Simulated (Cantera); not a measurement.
# C₂F₆ + H₂ (fluorocarbon and chlorocarbon gases)

Input: 1 mol C₂F₆, 8.4 mol H₂, at 7.80 Pa.

Equilibrium computed with Cantera from the NASA thermochemical tables; the gas is ideal and each condensed phase is pure. Candidate condensed phases: C, C₆H₆, C₇H₈, C₈H₁₈; 95 gas species. The feed counts by its element totals alone. Rates play no part.

From 1098 K to 2498 K the condensed part is C(graphite). At 2698 K nothing is condensed. The main C-bearing gas is CH₄ at 1098 K and C₃ at 2698 K.

```csv
T (K),x H,x HF,x H₂,x F,x C₃,x C,x C₂,x CF,n C(graphite)
1098,1.93e-6,0.526,0.474,1.12e-12,<1e-12,<1e-12,<1e-12,<1e-12,2.00
1298,8.35e-5,0.526,0.474,4.74e-10,<1e-12,<1e-12,<1e-12,<1e-12,2.00
1498,0.00134,0.526,0.473,4.03e-8,<1e-12,<1e-12,<1e-12,6.52e-12,2.00
1698,0.0112,0.523,0.465,1.22e-6,5.37e-11,1.82e-10,4.38e-12,9.62e-10,2.00
1898,0.0581,0.511,0.431,1.83e-5,2.51e-8,3.85e-8,2.09e-9,4.99e-8,2.00
2098,0.199,0.474,0.327,0.000174,3.54e-6,2.92e-6,3.04e-7,1.28e-6,1.99
2298,0.429,0.411,0.157,0.00133,0.000207,0.000104,1.83e-5,2.20e-5,1.97
2498,0.582,0.355,0.0426,0.0101,0.00618,0.00208,0.000569,0.000328,1.61
2698,0.621,0.262,0.00945,0.0580,0.0263,0.0165,0.00406,0.00206,0
```
x: gas mole fraction; n: condensed amount in mol.
